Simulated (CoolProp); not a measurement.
Vapour-liquid equilibrium of R227EA (1) + n-butane (2) at 250.1 K; x and y are mole fractions of (1).

The numbers come from the multi-fluid Helmholtz-energy mixture model, Lemmon 2016 and Bücker 2006; pair parameters Bell 2016 in CoolProp.

Task: Give the bubble pressure and the first vapour's composition at x = 0.275, 0.575, 0.8. Is there an azeotrope?

Result: x = 0.275: 88.92 kPa, y = 0.615; x = 0.575: 91.40 kPa, y = 0.642; x = 0.8: 90.16 kPa, y = 0.714. y crosses x between x = 0.65 and 0.725: the model has an azeotrope there.

Pair parameters are fitted to limited data, so mixtures are less certain than the pure fluids. With so large a gap from Raoult's law the liquid may split in two, which this calculation doesn't test in full.
